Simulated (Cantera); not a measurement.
A perfectly stirred reactor is fed with N₂O : H₂ : N₂ = 1 : 0.003 : 2.5 (molar parts), at 13300 Pa; it is held at 1623 K, and followed from long to short residence time.

Computed with Cantera and GRI-Mech 3.0 (53 species, 325 reactions). GRI-Mech 3.0 was tuned for natural gas; its chemistry of N2O as a main component is partial and can be far from experiment. The temperature is held fixed by assumption; the heat of reaction is taken as removed at once.

Q: What does this change do: pressure from 13300 Pa to 1330 Pa?

A: 
```tsv
quantity	before	after
x(N₂O) at τ = 0.350 s	0.0238	0.130
x(H₂) at τ = 0.350 s	3.13e-6	2.27e-5
x(HO₂) at τ = 0.350 s	6.95e-8	4.03e-7
x(NO₂) at τ = 0.350 s	4.43e-5	3.66e-5
x(H₂O₂) at τ = 0.350 s	2.80e-10	1.18e-10
x(N₂O) at τ = 6.10 ms	0.236	0.280
x(H₂) at τ = 6.10 ms	0.000107	0.000502
x(HO₂) at τ = 6.10 ms	2.37e-6	7.31e-6
x(NO₂) at τ = 6.10 ms	5.77e-5	8.08e-6
x(H₂O₂) at τ = 6.10 ms	1.60e-9	6.44e-9
```
Radical loss at walls, strong at low pressure, is not modelled.

Q: What does this change do: 0.018 parts H2O added?

A: 
```json
[
 {"quantity": "x(N₂O) at τ = 0.350 s", "before": "0.0238", "after": "0.0229"},
 {"quantity": "x(H₂) at τ = 0.350 s", "before": "3.13e-6", "after": "4.39e-6"},
 {"quantity": "x(HO₂) at τ = 0.350 s", "before": "6.95e-8", "after": "1.82e-7"},
 {"quantity": "x(NO₂) at τ = 0.350 s", "before": "4.43e-5", "after": "4.13e-5"},
 {"quantity": "x(H₂O₂) at τ = 0.350 s", "before": "2.80e-10", "after": "1.49e-9"},
 {"quantity": "x(N₂O) at τ = 6.10 ms", "before": "0.236", "after": "0.234"},
 {"quantity": "x(H₂) at τ = 6.10 ms", "before": "0.000107", "after": "7.99e-5"},
 {"quantity": "x(HO₂) at τ = 6.10 ms", "before": "2.37e-6", "after": "4.08e-6"},
 {"quantity": "x(NO₂) at τ = 6.10 ms", "before": "5.77e-5", "after": "8.06e-5"},
 {"quantity": "x(H₂O₂) at τ = 6.10 ms", "before": "1.60e-9", "after": "6.74e-9"}
]
```
